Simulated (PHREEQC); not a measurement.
Consider water at 25 °C with 0.018 mol ZnCl2, 0.0023 mol H3BO3 and 0.21 mol NiCl2 per kg of water. Closed to the air; pH follows from the charge balance.

Computed with PHREEQC (ion-association model, wateq4f.dat).

Each row changes one thing in this solution. This is a speciation only: nothing precipitates in the calculation.

| case | pH | ionic strength (mol/kgw) | Cl- (mol/kgw) | H2BO3- (mol/kgw) |
|---|---|---|---|---|
| as made | 5.26 | 0.541 | 0.373 | 4.70e-7 |
| ZnCl2 replaced by LiCl at the same molality | … | 0.517 | 0.363 | 8.78e-7 |
| ZnCl2 from 0.018 to 0.0018 mol/kgw | … | 0.509 | 0.351 | 7.77e-7 |
| NiCl2 left out | … | 0.0524 | 0.0352 | … |
| 0.018 mol/kgw H2SO4 added | 1.61 | 0.557 | 0.376 | 1.06e-10 |
| ZnCl2 from 0.018 to 0.0198 mol/kgw | 5.25 | 0.544 | 0.376 | 4.55e-7 |

Complete the blanks.


- ZnCl2 replaced by LiCl at the same molality, pH: 5.54
- ZnCl2 from 0.018 to 0.0018 mol/kgw, pH: 5.49
- NiCl2 left out, pH: 5.38
- NiCl2 left out, H2BO3- (mol/kgw): 4.03e-7
